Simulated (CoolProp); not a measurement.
Values from CoolProp's reference Helmholtz-energy equation of state, Akasaka 2015.

Task: Give the vapour pressure (MPa), liquid density (kg/m³), vapour density (kg/m³), liquid cp (kJ/(kg K)) of saturated R245fa at 355 K.

Result: 
```tsv
T (K)	p (MPa)	liquid density (kg/m³)	vapour density (kg/m³)	liquid cp (kJ/(kg K))
355	0.826	1160	45.8	1.50
```
